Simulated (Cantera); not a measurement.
Charge: 1 mol ZrO₂, 2700 mol H₂, 0.59 mol H₂O, equilibrated at 2100 K and 1.50 Torr.

Method: chemical equilibrium by Gibbs-energy minimisation in Cantera with the NASA 1993 tables (ideal gas, pure condensed phases). Candidate condensed phases: H₂O, Zr, ZrO₂; 12 gas species. Rates play no part.

Base state: H₂ 0.933, H 0.0673, H₂O 0.000211 (mole fractions); condensed: ZrO₂(tetragonal).

Task: What changes in the equilibrium state with this change: ZrO₂ replaced by CuO?

Result: 
| species | before | after |
|---|---|---|
| H₂ | 0.933 | 0.932 |
| H | 0.0673 | 0.0673 |
| H₂O | 0.000211 | 0.000564 |
| Cu | 0 | 0.000358 |
| ZrO₂(tetragonal), mol | 0.995 | 0 |
Further candidate phases: Cu, CuO, Cu(OH)₂, Cu₂O.
